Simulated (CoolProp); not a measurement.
Properties of R123 along the isotherm 61.05 °C (Tc = 183.7 °C, pc = 3.662 MPa, ω = 0.282).

Model: reference Helmholtz-energy equation of state, Younglove 1994, in CoolProp. It is a modified Benedict-Webb-Rubin equation, recast in Helmholtz form.

```tsv
p (MPa)	phase	cv (kJ/(kg K))	viscosity (µPa s)
0.114	gas	0.6675	12.0
0.229	gas	0.6769	12.0
0.343	liquid	0.7371	281
0.458	liquid	0.7372	282
0.572	liquid	0.7372	282
0.687	liquid	0.7373	283
0.801	liquid	0.7373	283
0.915	liquid	0.7374	284
1.03	liquid	0.7375	284
1.14	liquid	0.7375	285
1.26	liquid	0.7376	285
1.37	liquid	0.7376	286
1.49	liquid	0.7377	286
1.6	liquid	0.7377	287
1.72	liquid	0.7378	288
1.83	liquid	0.7379	288
```

Viscosity comes from a separate model (Tanaka 1996).
